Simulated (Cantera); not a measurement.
# Low-pressure radical oxidation in H2/O2

A perfectly stirred reactor is fed with 3.57 % H₂, 96.4 % O₂, at 10.00 Torr; it is held at 1425 K, and followed from long to short residence time.

Model: the H2/O2 subset of GRI-Mech 3.0, which has no nitrogen chemistry, integrated in Cantera. Radical loss at walls, strong at low pressure, is not modelled. The temperature is held fixed by assumption; the heat of reaction is taken as removed at once.

| τ (s) | x H₂ | x O₂ | x H | x O | x H₂O |
|---|---|---|---|---|---|
| 5.1 | 4.47e-5 | 0.961 | 6.33e-5 | 0.00208 | 0.0355 |
| 1.9 | 8.17e-5 | 0.959 | 0.000160 | 0.00387 | 0.0352 |
| 0.70 | 0.000145 | 0.955 | 0.000384 | 0.00695 | 0.0346 |
| 0.26 | 0.000243 | 0.950 | 0.000823 | 0.0115 | 0.0339 |
| 0.096 | 0.000380 | 0.944 | 0.00150 | 0.0171 | 0.0329 |
| 0.036 | 0.000567 | 0.939 | 0.00221 | 0.0220 | 0.0320 |
| 0.013 | 0.000913 | 0.936 | 0.00279 | 0.0247 | 0.0310 |
| 0.0049 | 0.00167 | 0.935 | 0.00321 | 0.0250 | 0.0298 |
x: mole fraction; the columns are a selection and need not sum to one.
